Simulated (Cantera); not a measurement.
Cantera run:

```python
import numpy as np
import cantera as ct

gas_names = [...]  # 110 gases of nasa_gas.yaml made of C, H, O
cond_names = """
    C(gr) C6H6(L) C7H8(L) C8H18(L),n-octa H2O(s) H2O(L)
""".split()


# ... load() reads the species with a 1 bar reference pressure and builds the phases ...
atoms = {
    'C3H8': {'C': 3, 'H': 8},
    'H2O': {'H': 2, 'O': 1},
}
top_T = {'C(gr)': 4500}  # K; cautious upper limits of use, not melting points


# ... equilibrate(T, P, feed) seeds the gas with the atoms and calls Mixture.equilibrate('TP', solver="vcs", rtol=1e-11, max_steps=5000) ...
results = []
feed = {'C3H8': 1, 'H2O': 0.075}  # mol
P = 1200  # Pa
for T in [600, 800, 1000, 1200, 1400, 1600, 1800, 2000, 2200, 2400]:
    mix = equilibrate(T, P, feed)
    results.append((T, P, feed, dict(zip(mix.species_names, mix.species_moles))))

top = {s: max(r[3][s] / sum(r[3][g] for g in gas_names) for r in results) for s in gas_names}
cols = sorted((s for s in top if top[s] > 0.001), key=lambda s: -top[s])[:9]
seen = [c for c in cond_names if any(r[3].get(c, 0) > 1e-12 for r in results)]
print("log10 of partial pressures in bar; condensed amounts in mol")
print(f"{'T/K':>10s}" + "".join(f"{s[:9]:>10s}" for s in cols + seen))
for T, P, feed, n in results:
    ng = sum(n[g] for g in gas_names)
    print(f"{T:10.4g}" + "".join(f"{np.log10(max(n[s] / ng * P / 1e5, 1e-99)):10.3f}" for s in cols)
          + "".join(f"{n.get(c, 0):10.4g}" for c in seen))
```

Output:

```
log10 of partial pressures in bar; condensed amounts in mol
       T/K        H2       CH4         H       H2O        CO C2H2,acet     C(gr)
       600    -2.153    -2.331   -17.412    -3.524    -5.680   -18.976     1.858
       800    -1.936    -3.743   -12.506    -4.337    -3.771   -13.824      2.88
      1000    -1.929    -4.879    -9.609    -5.998    -3.665   -10.872     2.921
      1200    -1.929    -5.659    -7.669    -7.179    -3.664    -8.917     2.924
      1400    -1.929    -6.222    -6.277    -8.022    -3.664    -7.528     2.925
      1600    -1.929    -6.645    -5.229    -8.651    -3.664    -6.490     2.925
      1800    -1.930    -6.974    -4.411    -9.140    -3.665    -5.686     2.924
      2000    -1.936    -7.243    -3.757    -9.534    -3.667    -5.050     2.919
      2200    -1.952    -7.485    -3.225    -9.871    -3.675    -4.543     2.905
      2400    -1.995    -7.739    -2.796   -10.190    -3.694    -4.151     2.872
```

Method: chemical equilibrium by Gibbs-energy minimisation in Cantera with the NASA 1993 tables (ideal gas, pure condensed phases).
